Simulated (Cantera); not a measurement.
## Premixed flame

A freely propagating, adiabatic, planar premixed flame of H2 : O2 : N2 = 1 : 0.357 : 1.29 (molar parts), equivalence ratio 1.4, unburnt at 650 K and 9.87 atm; mixture-averaged transport, grid criteria slope 0.08 and curve 0.16, no radiation.

Detailed kinetics in Cantera: the H2/O2 subset of GRI-Mech 3.0, which has no nitrogen chemistry. The hydrogen kinetics of GRI-Mech 3.0 are dated; newer H2 mechanisms differ, most at raised pressure. Burning velocities carry a grid error of a few per cent, more on coarse grids.

| z (mm) | T (K) | u (m/s) | x H2 | x O2 | x H2O2 | x HO2 | x H2O | x H |
|---|---|---|---|---|---|---|---|---|
| -0.0727 | 650 | 10.1 | 0.378 | 0.135 | <1e-8 | <1e-8 | <1e-8 | <1e-8 |
| -0.0485 | 650 | 10.1 | 0.378 | 0.135 | <1e-8 | <1e-8 | 3.12e-8 | <1e-8 |
| -0.0364 | 650 | 10.1 | 0.378 | 0.135 | <1e-8 | 6.43e-8 | 2.50e-7 | <1e-8 |
| -0.0242 | 651 | 10.1 | 0.377 | 0.135 | 5.12e-8 | 3.81e-6 | 9.96e-6 | 1.20e-8 |
| -0.0121 | 701 | 10.7 | 0.364 | 0.136 | 1.70e-5 | 0.000703 | 0.00214 | 9.77e-5 |
| -0.00606 | 999 | 14.7 | 0.320 | 0.129 | 9.09e-5 | 0.00117 | 0.0302 | 0.00388 |
| 0 | 1472 | 21.0 | 0.239 | 0.0929 | 2.78e-5 | 0.000574 | 0.111 | 0.0213 |
| 0.00606 | 1818 | 25.6 | 0.165 | 0.0456 | 5.13e-6 | 0.000250 | 0.200 | 0.0398 |
| 0.0121 | 2003 | 28.0 | 0.130 | 0.0200 | 3.23e-6 | 0.000101 | 0.247 | 0.0456 |
| 0.0242 | 2178 | 30.2 | 0.115 | 0.00609 | 1.78e-6 | 2.85e-5 | 0.275 | 0.0406 |
| 0.0485 | 2328 | 32.0 | 0.115 | 0.00256 | 1.06e-6 | 1.15e-5 | 0.287 | 0.0293 |
| 0.0970 | 2445 | 33.3 | 0.117 | 0.00124 | 6.63e-7 | 5.04e-6 | 0.296 | 0.0191 |
| 0.194 | 2525 | 34.2 | 0.118 | 0.000525 | 3.72e-7 | 1.85e-6 | 0.303 | 0.0119 |
x: mole fraction of selected species; z is measured from the peak of heat release.

```json
{
 "laminar_burning_velocity": "1010 cm/s",
 "thermal_thickness": "0.0242 mm",
 "peak x(H2O2)": "9.23e-5",
 "peak x(HO2)": "0.00137",
 "peak x(H)": "0.0457",
 "grid_points": "109"
}
```
